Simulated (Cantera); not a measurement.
**CO2 + SO2 + H2 (abatement and gas-phase synthesis)**

Charge: 1 mol CO2, 0.96 mol SO2, 5.4 mol H2, equilibrated at 100 Torr.

These are equilibrium values from Cantera (NASA tables, ideal gas, pure condensed phases), not measurements of a reactor. Candidate condensed phases: C, C6H6, C7H8, C8H18, H2O, H2SO4, S; 123 gas species. Gases not in the tables: S3 to S7. Rates play no part.

```csv
T (°C),log p H2O,log p H2,log p H2S,log p CO2,log p CO,log p CH4,log p S2
350,-1.18,-1.69,-1.64,-1.86,-3.70,-2.00,-9.78
450,-1.31,-1.38,-1.68,-1.77,-2.73,-2.54,-8.43
550,-1.35,-1.32,-1.70,-1.80,-2.33,-3.87,-7.03
650,-1.33,-1.34,-1.70,-1.85,-2.17,-5.31,-5.77
750,-1.31,-1.36,-1.70,-1.91,-2.07,-6.51,-4.75
850,-1.30,-1.37,-1.71,-1.97,-2.00,-7.52,-3.91
950,-1.29,-1.38,-1.73,-2.03,-1.95,-8.36,-3.26
1050,-1.28,-1.37,-1.79,-2.09,-1.91,-9.03,-2.80
1150,-1.28,-1.35,-1.88,-2.16,-1.88,-9.58,-2.52
1250,-1.28,-1.34,-2.00,-2.23,-1.85,-10.05,-2.36
1350,-1.28,-1.32,-2.14,-2.29,-1.83,-10.46,-2.27
1450,-1.29,-1.31,-2.27,-2.35,-1.82,-10.82,-2.23
1550,-1.30,-1.29,-2.40,-2.41,-1.81,-11.13,-2.22
```
log p: log10 of the partial pressure in bar; nothing condenses.

From 350 °C to 1550 °C nothing is condensed. The main C-bearing gas is CO2 at 350 °C and CO at 1550 °C.
